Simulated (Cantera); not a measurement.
## Premixed flame

A freely propagating, adiabatic, planar premixed flame of 11.7 % CH3OH, 18.5 % O2, 69.7 % N2, equivalence ratio 0.95, unburnt at 375 K and 68000 Pa; multicomponent+Soret transport, grid criteria slope 0.08 and curve 0.16, no radiation.

Detailed kinetics in Cantera: GRI-Mech 3.0 (53 species, 325 reactions). GRI-Mech 3.0 was tuned for natural gas; its chemistry of methanol as a main component is partial and can be far from experiment. Burning velocities carry a grid error of a few per cent, more on coarse grids.

| z (mm) | T (K) | u (m/s) | x CH3OH | x O2 | x N2O | x H2 | x NO2 | x C2H |
|---|---|---|---|---|---|---|---|---|
| -1.43 | 375 | 0.598 | 0.117 | 0.185 | <1e-8 | 0.000703 | <1e-8 | <1e-8 |
| -0.956 | 376 | 0.601 | 0.117 | 0.185 | <1e-8 | 0.00213 | <1e-8 | <1e-8 |
| -0.717 | 383 | 0.612 | 0.117 | 0.184 | <1e-8 | 0.00397 | <1e-8 | <1e-8 |
| -0.478 | 439 | 0.707 | 0.115 | 0.179 | <1e-8 | 0.00808 | 3.25e-8 | <1e-8 |
| -0.239 | 807 | 1.34 | 0.0883 | 0.149 | 1.10e-8 | 0.0170 | 2.37e-7 | <1e-8 |
| -0.119 | 1201 | 2.05 | 0.0486 | 0.112 | 2.72e-8 | 0.0233 | 2.52e-7 | <1e-8 |
| 0 | 1615 | 2.84 | 0.00590 | 0.0713 | 5.26e-8 | 0.0259 | 3.64e-8 | <1e-8 |
| 0.119 | 1744 | 3.08 | 3.23e-5 | 0.0480 | 7.25e-8 | 0.0179 | <1e-8 | <1e-8 |
| 0.239 | 1791 | 3.14 | 6.23e-8 | 0.0373 | 8.33e-8 | 0.0141 | <1e-8 | <1e-8 |
| 0.478 | 1857 | 3.24 | <1e-8 | 0.0301 | 8.73e-8 | 0.0131 | <1e-8 | <1e-8 |
| 0.956 | 1938 | 3.36 | <1e-8 | 0.0259 | 8.93e-8 | 0.0122 | <1e-8 | <1e-8 |
| 1.91 | 2027 | 3.49 | <1e-8 | 0.0224 | 9.67e-8 | 0.00998 | <1e-8 | <1e-8 |
| 3.82 | 2108 | 3.61 | <1e-8 | 0.0190 | 1.07e-7 | 0.00745 | <1e-8 | <1e-8 |
x: mole fraction of selected species; z is measured from the peak of heat release.

| Item | Result |
|---|---|
| laminar burning velocity | 59.7 cm/s |
| thermal thickness | 0.478 mm |
| peak x(H2) | 0.0265 |
| peak x(C2H) | <1e-8 |
| grid points | 142 |
